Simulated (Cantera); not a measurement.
**Stirred combustor or abatement burner**

A perfectly stirred reactor is fed with CH3OH : O2 : N2 = 1 : 1.15 : 4.34 (molar parts), equivalence ratio 1.3, at 4130 Torr; it is adiabatic with a 325 K inlet, and is followed from long to short residence time, starting on the burning branch (τ in s: 0.23, 0.06, 0.016, 0.0041, 0.0011, 0.00028, 7.2e-05, 1.9e-05, 4.9e-06).

Cantera simulation using GRI-Mech 3.0 (53 species, 325 reactions); the numbers are that mechanism's predictions, not measurements. GRI-Mech 3.0 was tuned for natural gas; its chemistry of methanol as a main component is partial and can be far from experiment.

```
τ (s)    T (K)   x CH3OH      x O2       x H   x H2O2   x C2H2   x H2O    x HCN
-------  -----  --------  --------  --------  -------  -------  ------  -------
0.23      2106   5.19e-7   2.56e-5  0.000384  5.85e-9  1.02e-8   0.236  1.52e-7
0.060     2103   1.38e-6   6.39e-5  0.000587  1.40e-8  1.64e-8   0.235  2.40e-7
0.016     2097   3.15e-6  0.000153   0.00101  3.85e-8  1.47e-8   0.235  3.28e-7
0.0041    2086   7.15e-6  0.000380   0.00181  1.02e-7  1.66e-8   0.234  5.26e-7
0.0011    2065   1.63e-5  0.000917   0.00308  2.24e-7  3.54e-8   0.232  1.02e-6
0.00028   2027   4.12e-5   0.00223   0.00500  4.41e-7  1.39e-7   0.229  2.14e-6
7.2e-5    1966  0.000124   0.00543   0.00698  8.13e-7  8.04e-7   0.225  4.07e-6
1.9e-5     325     0.154     0.177    <1e-12   <1e-12   <1e-12  <1e-12   <1e-12
4.9e-6     325     0.154     0.177    <1e-12   <1e-12   <1e-12  <1e-12   <1e-12
```
x: mole fraction; the columns are a selection and need not sum to one.
